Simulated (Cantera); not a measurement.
MgCO3 + SO3 + O2 (roasting and sulfation)

Input: 1 mol MgCO3, a varied amount of SO3, 0.8 mol O2, held at 850 °C and 4400 Pa.

Method: chemical equilibrium by Gibbs-energy minimisation in Cantera with the NASA 1993 tables (ideal gas, pure condensed phases). Candidate condensed phases: C, Mg, MgCO3, MgO, MgS, MgSO4, S; 26 gas species. Mutual solubility and eutectic melting of coexisting phases are not modelled. Kinetics and transport are ignored.

```csv
n(SO3) (mol),log p CO2,log p O2,log p SO2,log p SO3,n MgO(s),n MgSO4(s)
0.24,-1.66,-1.72,-2.55,-3.71,0.897,0.103
0.33,-1.66,-1.72,-2.55,-3.71,0.807,0.193
0.42,-1.66,-1.72,-2.55,-3.71,0.717,0.283
0.51,-1.66,-1.72,-2.55,-3.71,0.627,0.373
0.6,-1.66,-1.72,-2.55,-3.71,0.537,0.463
0.7,-1.66,-1.72,-2.55,-3.71,0.437,0.563
0.79,-1.66,-1.72,-2.55,-3.71,0.347,0.653
0.88,-1.66,-1.72,-2.55,-3.71,0.257,0.743
0.97,-1.66,-1.72,-2.55,-3.71,0.167,0.833
1.1,-1.66,-1.72,-2.55,-3.71,0.0369,0.963
1.2,-1.68,-1.73,-2.41,-3.57,0,1.00
1.3,-1.71,-1.73,-2.26,-3.43,0,1.00
```
log p: log10 of the partial pressure in bar; n: condensed amount in mol.

From 0.24 mol SO3 to 1.1 mol SO3 the condensed part is MgO(s) + MgSO4(s). From 1.2 mol SO3 to 1.3 mol SO3 the condensed part is MgSO4(s).
